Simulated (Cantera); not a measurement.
**Equilibrium for fluorocarbon and chlorocarbon gases: CHF3 + H2**

Feed: 1 mol CHF3, 0.35 mol H2, at 1.33 mbar.

Method: chemical equilibrium by Gibbs-energy minimisation in Cantera with the NASA 1993 tables (ideal gas, pure condensed phases). Candidate condensed phases: C, C6H6, C7H8, C8H18; 110 gas species. Ions and electrons are included (thermal ionisation). Gases not in the tables: C2F6 and larger saturated fluorocarbons. Rates play no part.

| T (°C) | log p HF | log p F | log p H | log p C | log p CF2 | log p CF4 | log p C3 | log p CF | log p C2 | n C(graphite) |
|---|---|---|---|---|---|---|---|---|---|---|
| 1727 | -3.00 | -3.94 | -8.02 | -10.52 | -3.95 | -3.99 | -10.56 | -6.28 | -11.63 | 0.625 |
| 1977 | -3.08 | -3.42 | -6.92 | -8.44 | -3.94 | -5.56 | -8.19 | -5.28 | -9.24 | 0.744 |
| 2227 | -3.11 | -3.29 | -5.70 | -6.78 | -4.52 | -7.99 | -6.30 | -4.77 | -7.34 | 0.893 |
| 2477 | -3.15 | -3.27 | -4.63 | -5.42 | -5.18 | -10.33 | -4.77 | -4.46 | -5.79 | 0.767 |
| 2727 | -3.32 | -3.26 | -3.88 | -4.49 | -5.92 | -12.48 | -4.08 | -4.38 | -4.88 | 0 |
| 2977 | -3.70 | -3.19 | -3.53 | -3.99 | -6.74 | -14.37 | -4.39 | -4.57 | -4.71 | 0 |
| 3227 | -4.27 | -3.16 | -3.43 | -3.72 | -7.67 | <-14 | -5.12 | -4.92 | -4.88 | 0 |
| 3477 | -4.83 | -3.16 | -3.41 | -3.65 | -8.66 | <-14 | -6.24 | -5.39 | -5.34 | 0 |
| 3727 | -5.35 | -3.16 | -3.40 | -3.64 | -9.58 | <-14 | -7.37 | -5.86 | -5.85 | 0 |
| 3977 | -5.81 | -3.15 | -3.40 | -3.63 | -10.41 | <-14 | -8.39 | -6.29 | -6.31 | 0 |
| 4227 | -6.22 | -3.15 | -3.40 | -3.63 | -11.15 | <-14 | -9.30 | -6.67 | -6.73 | 0 |
| 4477 | -6.58 | -3.15 | -3.40 | -3.63 | -11.82 | <-14 | -10.12 | -7.02 | -7.10 | 0 |
| 4727 | -6.92 | -3.15 | -3.40 | -3.63 | -12.41 | <-14 | -10.86 | -7.33 | -7.44 | 0 |
log p: log10 of the partial pressure in bar; n: condensed amount in mol.

From 1727 °C to 2477 °C the condensed part is C(graphite). From 2727 °C to 4727 °C nothing is condensed. The main C-bearing gas is CF2 at 1727 °C and C at 4727 °C.
